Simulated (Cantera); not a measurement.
**Hydrocarbon pyrolysis for carbon deposition**

An isothermal, constant-pressure homogeneous reactor starts with 1.17 % C3H8, 98.8 % H2, at 1975 K and 0.0267 bar.

Computed with Cantera and GRI-Mech 3.0 (53 species, 325 reactions). GRI-Mech 3.0 was tuned for natural gas; its chemistry of propane as a main component is partial and can be far from experiment. GRI-Mech 3.0 stops at C3 and has no aromatics, soot or wall deposition, so with more carbon than oxygen in the feed, carbon stays in small species such as C2H2 where larger ones or solid carbon would form. Radical loss at walls, strong at low pressure, is not modelled.

```tsv
t (s)	x C3H8	x H2	x C2H6	x C2H2	x CH4	x CH3	x CH2
1.00e-5	0.00855	0.984	0.000238	4.19e-6	0.000889	0.00231	7.91e-7
3.62e-5	0.00209	0.971	0.000389	0.000353	0.00825	0.00506	1.79e-5
0.000131	6.00e-7	0.965	5.15e-6	0.00442	0.0151	0.00278	2.33e-5
0.000473	4.57e-10	0.966	2.32e-6	0.00806	0.0150	0.00236	1.75e-5
0.00171	3.14e-10	0.968	1.82e-6	0.00905	0.0139	0.00201	1.42e-5
0.00618	1.38e-10	0.970	1.06e-6	0.0106	0.0113	0.00145	9.76e-6
0.0224	3.00e-11	0.973	3.84e-7	0.0131	0.00688	0.000865	6.14e-6
0.0809	1.80e-12	0.975	5.83e-8	0.0154	0.00251	0.000356	3.08e-6
0.292	<1e-12	0.975	3.85e-9	0.0165	0.000604	9.70e-5	9.90e-7
1.06	<1e-12	0.975	2.53e-10	0.0167	0.000148	2.49e-5	2.70e-7
3.82	<1e-12	0.975	5.55e-11	0.0168	6.36e-5	1.07e-5	1.17e-7
13.8	<1e-12	0.975	4.91e-11	0.0168	5.89e-5	9.95e-6	1.08e-7
50.0	<1e-12	0.975	4.91e-11	0.0168	5.89e-5	9.95e-6	1.08e-7
```
x: mole fraction; the columns are a selection and need not sum to one.

Equilibrium at this temperature and pressure: C3H8 <1e-12, H2 0.975, C2H6 4.92e-11, C2H2 0.0168, CH4 5.89e-5, CH3 9.95e-6, CH2 1.09e-7 (gas phase only).
